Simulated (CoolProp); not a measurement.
Saturation properties of carbon dioxide.

Model: reference Helmholtz-energy equation of state, Span 1996, in CoolProp.

| T (K) | p (MPa) | liquid density (kg/m³) | vapour density (kg/m³) | enthalpy of vaporisation (kJ/kg) |
|---|---|---|---|---|
| 240.8 | 1.318 | 1086 | 34.23 | 308.1 |
| 244.3 | 1.484 | 1071 | 38.57 | 301.2 |
| 247.8 | 1.664 | 1056 | 43.37 | 294.0 |
| 251.2 | 1.854 | 1041 | 48.52 | 286.7 |
| 254.7 | 2.065 | 1024 | 54.36 | 279.0 |
| 258.2 | 2.294 | 1008 | 60.83 | 270.8 |
| 261.6 | 2.534 | 990.9 | 67.77 | 262.5 |
| 265.1 | 2.799 | 972.7 | 75.71 | 253.6 |
| 268.6 | 3.084 | 953.7 | 84.55 | 244.1 |
| 272 | 3.380 | 934.3 | 94.15 | 234.3 |
| 275.5 | 3.707 | 913.0 | 105.2 | 223.6 |
| 278.9 | 4.046 | 891.0 | 117.4 | 212.4 |
| 282.4 | 4.419 | 866.6 | 131.8 | 200.0 |
